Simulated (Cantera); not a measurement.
Charge: 1 mol TiCl4, 0.11 mol H2O, held at 1575 °C and 1.00 bar.

These are equilibrium values from Cantera (NASA tables, ideal gas, pure condensed phases), not measurements of a reactor. Candidate condensed phases: H2O, Ti, TiCl2, TiCl3, TiCl4, TiO, TiO2, Ti2O3, Ti3O5, Ti4O7; 23 gas species. The numbers say what is thermodynamically allowed, not how fast it happens.

Base state: TiCl4 0.761, HCl 0.184, TiCl3 0.0288, Cl 0.0224, Cl2 0.00322, TiOCl2 0.00108, H2O 4.46e-5, H2 1.10e-5 (mole fractions); condensed: TiO2(rutile).

### Question
What changes in the equilibrium state with this change: TiCl4 replaced by Ti?

### Answer
| species | before | after |
|---|---|---|
| H2 | 1.10e-5 | 0.999 |
| H | 1.76e-6 | 0.000531 |
| H2O | 4.46e-5 | 3.78e-7 |
| TiCl4 | 0.761 | 0 |
| HCl | 0.184 | 0 |
| TiCl3 | 0.0288 | 0 |
| Cl | 0.0224 | 0 |
| Cl2 | 0.00322 | 0 |
| TiOCl2 | 0.00108 | 0 |
| TiO2(rutile), mol | 0.0543 | 0 |
| Ti(β), mol | 0 | 0.890 |
| TiO(s), mol | 0 | 0.110 |
Mutual solubility and eutectic melting of coexisting phases are not modelled. TiO: taken at fixed stoichiometry. Condensed phases not in the tables: N, O or C dissolved in the metal.

### Question
What changes in the equilibrium state with this change: pressure from 1.00 bar to 13.3 mbar?

### Answer
| species | before | after |
|---|---|---|
| TiCl4 | 0.761 | 0.484 |
| TiCl3 | 0.0288 | 0.177 |
| Cl | 0.0224 | 0.173 |
| HCl | 0.184 | 0.155 |
| TiCl2 | 6.83e-6 | 0.000408 |
| H2O | 4.46e-5 | 4.59e-6 |
| H | 1.76e-6 | 1.44e-5 |
| TiOCl2 | 0.00108 | 0.00746 |
| TiO2(rutile), mol | 0.0543 | 0.0497 |
The tables' values for TiCl2 are old estimates; treat these amounts as uncertain.

### Question
What changes in the equilibrium state with this change: pressure from 1.00 bar to 0.250 bar?

### Answer
```csv
species,before,after
TiCl4,0.761,0.716
HCl,0.184,0.179
TiCl3,0.0288,0.0527
Cl,0.0224,0.0460
TiCl2,6.83e-6,2.43e-5
H2O,4.46e-5,2.19e-5
TiOCl2,0.00108,0.00210
H2,1.10e-5,9.89e-6
Cl2,0.00322,0.00341
"TiO2(rutile), mol",0.0543,0.0537
```
The tables' values for TiCl2 are old estimates; treat these amounts as uncertain.
